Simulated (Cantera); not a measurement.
Input: 1 mol CF₄, 0.92 mol H₂, equilibrated at 3177 °C and 0.140 bar.

Cantera equilibrium calculation (NASA polynomials, part measured and part estimated; ideal gas, pure solids and liquids). Candidate condensed phases: C, C₆H₆, C₇H₈, C₈H₁₈; 95 gas species. Rates play no part.

Base state: F 0.428, HF 0.405, CF 0.0719, C₃ 0.0389, H 0.0236, CF₂ 0.0145, C 0.00970, C₂ 0.00663 (mole fractions); condensed: gas only.

**Question.** What changes in the equilibrium state with this change: temperature from 3177 °C to 927 °C?

**Answer.** 
| species | before | after |
|---|---|---|
| HF | 0.405 | 0.773 |
| CF₄ | 4.24e-7 | 0.227 |
| CF₂ | 0.0145 | 1.97e-7 |
| F | 0.428 | 1.05e-8 |
| CF | 0.0719 | <1e-9 |
| C₃ | 0.0389 | <1e-9 |
| H | 0.0236 | <1e-9 |
| C | 0.00970 | <1e-9 |
| C₂ | 0.00663 | <1e-9 |
| C₅ | 0.000986 | <1e-9 |
| C(graphite), mol | 0 | 0.460 |
Gases not in the tables: C₂F₆ and larger saturated fluorocarbons.
